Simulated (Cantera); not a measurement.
A freely propagating, adiabatic, planar premixed flame of 8.15 % CH₄, 0.668 % C₂H₆, 0.350 % C₃H₈, 22.2 % O₂, 68.7 % N₂, equivalence ratio 0.92, unburnt at 300 K and 1.01 bar; mixture-averaged transport, grid criteria slope 0.08 and curve 0.16, no radiation.

Computed with Cantera and GRI-Mech 3.0 (53 species, 325 reactions). Burning velocities carry a grid error of a few per cent, more on coarse grids.

Task: Predict: laminar burning velocity; thermal thickness; peak x(H); peak x(HCN).

Result: 
| Quantity | Result |
|---|---|
| laminar burning velocity | 52.9 cm/s |
| thermal thickness | 0.336 mm |
| peak x(H) | 0.00723 |
| peak x(HCN) | 2.13e-6 |
